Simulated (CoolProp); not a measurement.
C2F6 (R116) at 241.87 K and 0.438 MPa is throttled through a valve to 0.23 MPa with no heat exchange. Each further row changes one setting.

Values from CoolProp's reference Helmholtz-energy equation of state, Lemmon 2006. It is a short technical equation, of lower accuracy than the large ones.

| case | temperature change (K) | final density (kg/m³) |
|---|---|---|
| as stated | … | … |
| outlet pressure 0.069 MPa | … | … |
| outlet pressure 0.299 MPa | … | … |

Q: Fill in the missing entries.

A: 
- as stated, temperature change (K): -3.5
- as stated, final density (kg/m³): 16.9
- outlet pressure 0.069 MPa, temperature change (K): -6.1
- outlet pressure 0.069 MPa, final density (kg/m³): 4.94
- outlet pressure 0.299 MPa, temperature change (K): -2.3
- outlet pressure 0.299 MPa, final density (kg/m³): 22.2
